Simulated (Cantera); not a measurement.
**Adiabatic ignition**

An adiabatic, constant-pressure homogeneous reactor starts with CO : H2 : CH4 : O2 : N2 = 1 : 0.058 : 0.078 : 0.298 : 1.12 (molar parts), equivalence ratio 2.3, at 1623 K and 100000 Pa.

Detailed kinetics in Cantera: GRI-Mech 3.0 (53 species, 325 reactions).

```json
[
 {"t (s)": "4.00e-6", "T (K)": "1623", "x CO": "0.392", "x H2": "0.0227", "x CH4": "0.0305", "x CH2": "2.37e-11", "x C2H2": "<1e-12", "x OH": "4.53e-7", "x N2O": "2.40e-12"},
 {"t (s)": "8.92e-6", "T (K)": "1623", "x CO": "0.392", "x H2": "0.0227", "x CH4": "0.0305", "x CH2": "2.33e-10", "x C2H2": "<1e-12", "x OH": "1.01e-6", "x N2O": "8.86e-12"},
 {"t (s)": "1.99e-5", "T (K)": "1623", "x CO": "0.392", "x H2": "0.0227", "x CH4": "0.0305", "x CH2": "4.10e-9", "x C2H2": "3.88e-11", "x OH": "3.40e-6", "x N2O": "4.07e-11"},
 {"t (s)": "4.43e-5", "T (K)": "1626", "x CO": "0.391", "x H2": "0.0226", "x CH4": "0.0294", "x CH2": "4.39e-7", "x C2H2": "6.44e-8", "x OH": "3.67e-5", "x N2O": "4.56e-10"},
 {"t (s)": "9.88e-5", "T (K)": "2186", "x CO": "0.314", "x H2": "0.0190", "x CH4": "<1e-12", "x CH2": "<1e-12", "x C2H2": "<1e-12", "x OH": "0.0117", "x N2O": "4.39e-8"},
 {"t (s)": "0.000220", "T (K)": "2501", "x CO": "0.314", "x H2": "0.0199", "x CH4": "<1e-12", "x CH2": "<1e-12", "x C2H2": "<1e-12", "x OH": "0.0129", "x N2O": "5.57e-8"},
 {"t (s)": "0.000491", "T (K)": "2724", "x CO": "0.310", "x H2": "0.0195", "x CH4": "<1e-12", "x CH2": "<1e-12", "x C2H2": "<1e-12", "x OH": "0.0112", "x N2O": "1.01e-7"},
 {"t (s)": "0.00110", "T (K)": "2799", "x CO": "0.308", "x H2": "0.0194", "x CH4": "<1e-12", "x CH2": "<1e-12", "x C2H2": "<1e-12", "x OH": "0.00967", "x N2O": "1.40e-7"},
 {"t (s)": "0.00244", "T (K)": "2799", "x CO": "0.309", "x H2": "0.0196", "x CH4": "<1e-12", "x CH2": "<1e-12", "x C2H2": "<1e-12", "x OH": "0.00937", "x N2O": "1.55e-7"},
 {"t (s)": "0.00545", "T (K)": "2797", "x CO": "0.309", "x H2": "0.0196", "x CH4": "<1e-12", "x CH2": "<1e-12", "x C2H2": "<1e-12", "x OH": "0.00928", "x N2O": "1.62e-7"},
 {"t (s)": "0.0121", "T (K)": "2797", "x CO": "0.309", "x H2": "0.0196", "x CH4": "<1e-12", "x CH2": "<1e-12", "x C2H2": "<1e-12", "x OH": "0.00927", "x N2O": "1.62e-7"},
 {"t (s)": "0.0271", "T (K)": "2797", "x CO": "0.309", "x H2": "0.0196", "x CH4": "<1e-12", "x CH2": "<1e-12", "x C2H2": "<1e-12", "x OH": "0.00927", "x N2O": "1.62e-7"},
 {"t (s)": "0.0604", "T (K)": "2797", "x CO": "0.309", "x H2": "0.0196", "x CH4": "<1e-12", "x CH2": "<1e-12", "x C2H2": "<1e-12", "x OH": "0.00927", "x N2O": "1.62e-7"},
 {"t (s)": "0.135", "T (K)": "2797", "x CO": "0.309", "x H2": "0.0196", "x CH4": "<1e-12", "x CH2": "<1e-12", "x C2H2": "<1e-12", "x OH": "0.00927", "x N2O": "1.62e-7"},
 {"t (s)": "0.300", "T (K)": "2797", "x CO": "0.309", "x H2": "0.0196", "x CH4": "<1e-12", "x CH2": "<1e-12", "x C2H2": "<1e-12", "x OH": "0.00927", "x N2O": "1.62e-7"}
]
```
x: mole fraction; the columns are a selection and need not sum to one.

```json
{
  "time_of_steepest_temperature_rise": "80.2 µs",
  "temperature at 0.300 s": "2797 K",
  "equilibrium_temperature": "2797 K",
  "x(CO) at 0.300 s": "0.309 (gas-phase equilibrium 0.309)",
  "x(H2) at 0.300 s": "0.0196 (gas-phase equilibrium 0.0196)",
  "x(CH4) at 0.300 s": "<1e-12 (gas-phase equilibrium <1e-12)"
}
```
